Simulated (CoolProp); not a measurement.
A simple Rankine cycle with water: condensing at 307.15 K, boiler at 19 MPa, turbine inlet 649.8 K, turbine efficiency 0.9, pump efficiency 0.6, no recuperator. Each further row changes one setting.

Model: reference Helmholtz-energy equation of state, Wagner 2002, in CoolProp.

```
case                             thermal efficiency (%)  net work (kJ/kg)  heat in (kJ/kg)  turbine exit temperature (K)  volume ratio over the turbine
-------------------------------  ----------------------  ----------------  ---------------  ----------------------------  -----------------------------
as stated                                          36.2               909             2510                         307.1                           1960
turbine inlet 669.8 K                              36.9               980             2660                         307.1                           1730
condensing temperature 299.15 K                    37.1               945             2550                         299.2                           2990
boiler pressure 13.3 MPa                           36.3              1000             2760                         307.1                           1150
turbine efficiency 0.8                             32.0               805             2510                         307.1                           2090
```

The expansion ends wet for: as stated; turbine inlet 669.8 K; condensing temperature 299.15 K; boiler pressure 13.3 MPa; turbine efficiency 0.8.
